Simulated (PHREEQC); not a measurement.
# Nickel, zinc or cadmium bath: speciation

Consider water at 75 °C with 110 mmol/kgw ZnSO4, 2.7 mmol/kgw KCl and 0.65 mmol/kgw FeSO4. Closed to the air; pH follows from the charge balance.

Model: ion-association model, phreeqc.dat, run in PHREEQC.

```json
{
 "pH": "5.04",
 "ionic_strength": "0.216 mol/kgw",
 "density": "0.992 g/cm³"
}
```

```tsv
species	molality	activity	log γ
Zn+2	0.0530	0.0137	-0.588
ZnSO4	0.0454	0.0477	0.022
SO4-2	0.0423	0.0107	-0.597
Zn(SO4)2-2	0.0111	0.00298	-0.570
K+	0.00235	0.00160	-0.166
Cl-	0.00217	0.00149	-0.164
ZnCl+	0.000525	0.000362	-0.161
KSO4-	0.000353	0.000254	-0.142
FeSO4	0.000346	0.000364	0.022
Fe+2	0.000303	8.73e-5	-0.541
```

This is a speciation only: nothing precipitates in the calculation. At this temperature some constants are extrapolated from 25 °C, and those without enthalpy data are left unchanged.
